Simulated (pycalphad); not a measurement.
## Effect of Zr content in Si-Zr

Source of the numbers: pycalphad with the COST 507 light-alloy database (1999); pressure 1 atm. These are 1990s assessments: newer ones move some temperatures and phases. Phase fractions are per mole of atoms.

| alloy | liquidus (°C) | first solid | solidus (°C) | phases at 902 °C |
|---|---|---|---|---|
| Si-0.3241Zr (wt.%) | 1413 | diamond (Si) | 1361 | diamond (Si) 1.00, SI2ZR under 0.01 |
| Si-0.6145Zr (wt.%) | 1413 | diamond (Si) | 1361 | diamond (Si) 0.99, SI2ZR 0.01 |
| Si-0.9359Zr (wt.%) | 1412 | diamond (Si) | 1361 | diamond (Si) 0.99, SI2ZR 0.01 |
| Si-1.256Zr (wt.%) | 1412 | diamond (Si) | 1361 | diamond (Si) 0.99, SI2ZR 0.01 |
| Si-1.86Zr (wt.%) | 1411 | diamond (Si) | 1361 | diamond (Si) 0.98, SI2ZR 0.02 |

Database names, with the compositions (at.%) that they take in these runs: SI2ZR: Si 67 Zr 33.
